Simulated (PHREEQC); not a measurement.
Consider water at 25 °C with 0.0022 mol CuSO4, 9.4e-05 mol CuCl2, 0.00018 mol HCl and 4.1e-05 mol Na2SO4 per kg of water. Closed to the air; pH follows from the charge balance.

The numbers come from PHREEQC with the ion-association model, phreeqc.dat.

Problem. The ionic strength comes out as 0.00791 mol/kgw. What activity coefficients do HSO4-, CuCl+, H+, Cu+2, Na+ get?

Solution. HSO4- 0.91, CuCl+ 0.91, H+ 0.92, Cu+2 0.70, Na+ 0.91.

This is a speciation only: nothing precipitates in the calculation.
